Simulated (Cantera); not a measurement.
A Cantera script and its output.

```python
import numpy as np
import cantera as ct

gas = ct.Solution("gri30.yaml")
gas.TPX = 548, 500000, {'H2': 1, 'O2': 0.294, 'N2': 1.76}
inlet = ct.Reservoir(gas, clone=True)
gas.equilibrate("HP")  # start burning
reactor = ct.IdealGasConstPressureReactor(gas, energy="on", clone=False)
exhaust = ct.Reservoir(gas, clone=True)
tau = [0.068, 0.029, 0.012, 0.0052, 0.0022, 0.00093, 0.00039, 0.00017, 7e-05, 3e-05, 1.3e-05][0]
for a, b in ((inlet, reactor), (reactor, exhaust)):
    ct.MassFlowController(a, b, mdot=lambda t: reactor.mass / tau)
net = ct.ReactorNet([reactor])
show = ['H2', 'O2', 'H2O2', 'H', 'O']

rows = []
print(f"{'tau/s':>10s}{'T/K':>9s}" + "".join(f"{s:>11s}" for s in show))
for tau in [0.068, 0.029, 0.012, 0.0052, 0.0022, 0.00093, 0.00039, 0.00017, 7e-05, 3e-05, 1.3e-05]:
    net.initial_time = 0.0
    net.advance(30 * tau)
    before = gas.X
    net.advance(40 * tau)
    drift = np.max(np.abs(gas.X - before) / (gas.X + 1e-9))
    rows.append([gas.T, *gas[show].X, drift])
    print(f"{tau:10.3e}{gas.T:9.1f}" + "".join(f"{x:11.3e}" for x in gas[show].X))
```

Output:

```
     tau/s      T/K         H2         O2       H2O2          H          O
 6.800e-02   2004.1  1.489e-01  2.548e-05  3.912e-09  8.481e-04  5.486e-07
 2.900e-02   2001.2  1.487e-01  4.133e-05  7.799e-09  1.240e-03  1.179e-06
 1.200e-02   1996.5  1.484e-01  6.728e-05  1.546e-08  1.869e-03  2.687e-06
 5.200e-03   1989.8  1.481e-01  1.066e-04  2.840e-08  2.773e-03  5.919e-06
 2.200e-03   1979.3  1.475e-01  1.724e-04  5.082e-08  4.162e-03  1.331e-05
 9.300e-04   1963.7  1.466e-01  2.821e-04  8.750e-08  6.227e-03  2.965e-05
 3.900e-04   1940.0  1.454e-01  4.724e-04  1.474e-07  9.277e-03  6.533e-05
 1.700e-04   1907.2  1.439e-01  7.916e-04  2.401e-07  1.341e-02  1.351e-04
 7.000e-05   1856.8  1.419e-01  1.421e-03  4.059e-07  1.944e-02  2.809e-04
 3.000e-05   1789.6  1.403e-01  2.596e-03  6.789e-07  2.676e-02  5.324e-04
 1.300e-05   1700.6  1.408e-01  5.016e-03  1.142e-06  3.459e-02  9.339e-04
```

Cantera simulation using GRI-Mech 3.0 (53 species, 325 reactions); the numbers are that mechanism's predictions, not measurements. The hydrogen kinetics of GRI-Mech 3.0 are dated; newer H2 mechanisms differ, most at raised pressure.
